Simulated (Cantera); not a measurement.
Input: 1 mol CH4, 0.053 mol NH3, 0.25 mol N2, equilibrated at 1.33 mbar.

Method: chemical equilibrium by Gibbs-energy minimisation in Cantera with the NASA 1993 tables (ideal gas, pure condensed phases). Candidate condensed phases: C, C6H6, C7H8, C8H18; 92 gas species. The numbers say what is thermodynamically allowed, not how fast it happens.

Over these rows the condensed part is C(graphite). Partial pressures as log10 of bar:

```json
[
 {"T (K)": "1150", "1000/T (1/K)": "0.8696", "log p CH4": "-7.49", "log p H2": "-2.93", "log p N2": "-3.81"},
 {"T (K)": "1250", "1000/T (1/K)": "0.8000", "log p CH4": "-7.82", "log p H2": "-2.93", "log p N2": "-3.81"},
 {"T (K)": "1350", "1000/T (1/K)": "0.7407", "log p CH4": "-8.10", "log p H2": "-2.93", "log p N2": "-3.81"},
 {"T (K)": "1450", "1000/T (1/K)": "0.6897", "log p CH4": "-8.34", "log p H2": "-2.93", "log p N2": "-3.81"},
 {"T (K)": "1550", "1000/T (1/K)": "0.6452", "log p CH4": "-8.55", "log p H2": "-2.93", "log p N2": "-3.81"},
 {"T (K)": "1650", "1000/T (1/K)": "0.6061", "log p CH4": "?", "log p H2": "-2.93", "log p N2": "-3.81"}
]
```

Problem. Fit log p(CH4) = a + b·(1000/T) to the five rows, give the apparent enthalpy, and predict the row at 1650 K.

Solution. Means: 1000/T = 0.7490, log p = -8.060. Sxy = 0.148780, Sxx = 0.0315052, so b = 4.72 and a = -8.060 − (4.72)×0.7490 = -11.60.
Apparent enthalpy: −19.145 × (4.72) = -90 kJ/mol. With the condensed phases at unit activity, C(graphite) + 2 H2(g) = CH4(g) links this pressure to the main gases: over the six rows their terms move log p by +0.00 in all, so the slope is close to that reaction's ΔH°. The five rows lie within 0.01 of the line.
Prediction at 1650 K: -11.60 + (4.72)×0.6061 = -8.74. The computed value is -8.74, 0.00 from the line.
